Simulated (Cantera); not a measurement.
An isothermal plug-flow reactor at 850 K and 1.01 bar (inlet), inlet velocity 2.8 m/s, active area per volume 1500 1/m; feed CO : O2 : N2 : H2O = 0.004 : 0.11 : 0.79 : 0.099 (molar parts), equivalence ratio 0.018.

Cantera simulation using Deutschmann's 1995 Pt surface mechanism with GRI-Mech 3.0 gas chemistry; the numbers are that mechanism's predictions, not measurements. Catalytic surfaces can have several steady states; this one follows from the mechanism file's or the stated starting coverage. Mass transfer to the wall is taken as infinitely fast.

Task: What does this change do: H2O 0.099 to 0.29 parts?

Result: 
```json
[
 {"quantity": "x(CO) at z = 0.0043 m", "before": "0.000146", "after": "9.16e-5"},
 {"quantity": "x(O2) at z = 0.0043 m", "before": "0.108", "after": "0.0906"},
 {"quantity": "x(H2O) at z = 0.0043 m", "before": "0.0989", "after": "0.243"},
 {"quantity": "x(CO2) at z = 0.0043 m", "before": "0.00385", "after": "0.00326"},
 {"quantity": "θ(free Pt) at the exit", "before": "0.0618", "after": "0.0648"},
 {"quantity": "θ(O*) at the exit", "before": "0.932", "after": "0.925"},
 {"quantity": "θ(OH*) at the exit", "before": "0.00630", "after": "0.0101"}
]
```
